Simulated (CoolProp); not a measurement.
CH2F2 (R32) along the isobar 6.54 MPa: Z from the reference equation and from simpler models built on Tc = 351.3 K, pc = 5.783 MPa, ω = 0.277; each cubic takes its own stable root.

Model: reference Helmholtz-energy equation of state, Tillner-Roth 1997, in CoolProp.

```csv
T (K),phase,reference,van der Waals,Redlich-Kwong,Soave-Redlich-Kwong,Peng-Robinson
259.3,liquid,0.1411,0.2666,0.1878,0.1805,0.1597
263.6,liquid,0.1405,0.2648,0.1872,?,0.1590
267.9,liquid,0.1399,0.2633,0.1867,0.1792,0.1585
272.3,liquid,0.1394,0.2619,0.1864,0.1787,0.1581
276.6,liquid,0.1390,0.2607,0.1862,0.1785,0.1578
280.9,liquid,0.1387,0.2597,0.1862,0.1784,0.1578
285.3,liquid,0.1386,0.2588,0.1864,0.1785,0.1578
289.6,liquid,0.1385,0.2582,?,0.1788,0.1581
293.9,liquid,0.1386,0.2578,0.1874,0.1794,0.1586
298.3,liquid,?,0.2577,0.1882,0.1802,0.1594
302.6,liquid,0.1392,0.2578,0.1893,0.1812,0.1603
306.9,liquid,0.1397,0.2582,0.1907,?,0.1616
311.3,liquid,0.1405,0.2589,0.1924,0.1844,0.1633
315.6,liquid,0.1414,0.2599,0.1946,0.1865,0.1653
319.9,liquid,0.1427,0.2614,0.1971,0.1892,0.1678
324.3,liquid,0.1443,0.2634,0.2004,0.1926,0.1709
```

Question: Complete the blanks.

Answer: 
- 263.6, Soave-Redlich-Kwong: 0.1798
- 289.6, Redlich-Kwong: 0.1868
- 298.3, reference: 0.1388
- 306.9, Soave-Redlich-Kwong: 0.1826
